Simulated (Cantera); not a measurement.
Feed: 1 mol SiCl4, 18 mol H2, held at 0.0100 bar.

Cantera equilibrium calculation (NASA polynomials, part measured and part estimated; ideal gas, pure solids and liquids). Candidate condensed phases: Si; 19 gas species. Gases not in the tables: Si2H6 and higher silanes. Rates play no part.

**Question.** Which condensed phases are stable at each of these points (T (K)): 1200, 1300, 1400, 1500, 1600, 1700, 1800, 1900, 2000, 2100?

**Answer.** 
| T (K) | condensed phases | Si condensed (%) |
|---|---|---|
| 1200 | Si(s) | 18.1 |
| 1300 | Si(s) | 15.3 |
| 1400 | Si(s) | 11.9 |
| 1500 | Si(s) | 9.2 |
| 1600 | Si(s) | 6.8 |
| 1700 | Si(l) | 5.3 |
| 1800 | Si(l) | 9.4 |
| 1900 | Si(l) | 11.3 |
| 2000 | Si(l) | 7.5 |
| 2100 | gas only | 0.0 |

From 1200 K to 1600 K the condensed part is Si(s). From 1700 K to 2000 K the condensed part is Si(l). At 2100 K nothing is condensed.
